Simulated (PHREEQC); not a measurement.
Dissolve 0.0042 mol/kgw HF, 0.03 mol/kgw NH4HF2 and 0.03 mol/kgw NaCl at 20 °C. Closed to the air; pH follows from the charge balance.

The numbers come from PHREEQC with the ion-association model, phreeqc.dat.

No solid was allowed to form.

### Question
Predict the pH.

### Answer
pH 3.00.

### Question
In which forms is Na present?

### Answer
Na+ 99 %, NaF 1.0 % of the Na.

Complexes and solids missing from the database can't appear.
